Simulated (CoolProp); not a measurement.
Vapour-liquid equilibrium of diethyl ether (1) + n-hexane (2) at 0.0312 MPa; x and y are mole fractions of (1).

Values from CoolProp's multi-fluid Helmholtz-energy mixture model, Thol 2014 and Thol 2019; pair parameters Bell 2016.

| x | bubble temperature (K) | y at the bubble point | dew temperature at overall composition x (K) | liquid density (mol/L) |
|---|---|---|---|---|
| 0.05 | 304.8 | 0.183 | 307.6 | 7.603 |
| 0.2 | 296.7 | 0.501 | 304.4 | 7.932 |
| 0.35 | 291.5 | 0.670 | 300.8 | 8.256 |
| 0.5 | 287.5 | 0.780 | 296.8 | 8.589 |
| 0.65 | 284.3 | 0.862 | 292.1 | 8.940 |
| 0.8 | 281.5 | 0.928 | 286.8 | 9.314 |
| 0.95 | 279.0 | 0.984 | 280.5 | 9.713 |

No azeotrope shows between x = 0.05 and 0.95.

Pair parameters are fitted to limited data, so mixtures are less certain than the pure fluids.
